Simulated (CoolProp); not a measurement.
Vapour-liquid equilibrium of R143a (1) + propane (2) at 1.17 MPa; x and y are mole fractions of (1).

Model: multi-fluid Helmholtz-energy mixture model, Lemmon and Jacobsen 2000 and Lemmon 2009; pair parameters Bell 2016, in CoolProp.

Question: Give the bubble temperature and the first vapour's composition at x = 0.2, 0.425, 0.8. Is there an azeotrope?

Answer: x = 0.2: 294.4 K, y = 0.342; x = 0.425: 290.3 K, y = 0.503; x = 0.8: 290.5 K, y = 0.749. y crosses x between x = 0.575 and 0.65: the model has an azeotrope there.

Pair parameters are fitted to limited data, so mixtures are less certain than the pure fluids.
